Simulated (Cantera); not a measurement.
A perfectly stirred reactor is fed with H2 : O2 : N2 : H2O = 1 : 0.455 : 1.71 : 0.82 (molar parts), at 0.987 atm; it is adiabatic with a 525 K inlet, and is followed from long to short residence time, starting on the burning branch (τ in s: 0.034, 0.013, 0.0053, 0.0021, 0.00083, 0.00033, 0.00013, 5.2e-05, 2e-05, 8.1e-06, 3.2e-06).

Model: the H2/O2 subset of GRI-Mech 3.0, which has no nitrogen chemistry, integrated in Cantera.

x: mole fraction; the columns are a selection and need not sum to one.

```
τ (s)    T (K)    x H2     x O2  x H2O       x O     x OH      x H    x HO2
-------  -----  ------  -------  -----  --------  -------  -------  -------
0.034     2086  0.0288  0.00121  0.482  0.000146  0.00337  0.00173  5.73e-7
0.013     2062  0.0308  0.00212  0.478  0.000275  0.00449  0.00259  1.18e-6
0.0053    2028  0.0336  0.00346  0.473  0.000496  0.00579  0.00391  2.21e-6
0.0021    1977     ___      ___  0.464       ___      ___      ___      ___
0.00083   1905  0.0428  0.00838  0.454   0.00155  0.00872  0.00979  7.01e-6
0.00033   1811  0.0486   0.0121  0.440   0.00250  0.00967   0.0154  1.17e-5
0.00013   1690  0.0552   0.0169  0.425   0.00366  0.00965   0.0233  1.91e-5
5.2e-5    1547  0.0641   0.0236  0.406   0.00464  0.00825   0.0324  3.18e-5
2.0e-5     ___     ___      ___    ___       ___      ___   0.0327      ___
8.1e-6     525   0.251    0.114  0.206    <1e-12   <1e-12   <1e-12   <1e-12
3.2e-6     525   0.251    0.114  0.206    <1e-12   <1e-12   <1e-12   <1e-12
```

Q: What belongs in the gaps?

A: 
- 0.0021, x H2: 0.0377
- 0.0021, x O2: 0.00552
- 0.0021, x O: 0.000894
- 0.0021, x OH: 0.00729
- 0.0021, x H: 0.00615
- 0.0021, x HO2: 4.03e-6
- 2.0e-5, T (K): 1334
- 2.0e-5, x H2: 0.0974
- 2.0e-5, x O2: 0.0418
- 2.0e-5, x H2O: 0.366
- 2.0e-5, x O: 0.00394
- 2.0e-5, x OH: 0.00447
- 2.0e-5, x HO2: 7.17e-5
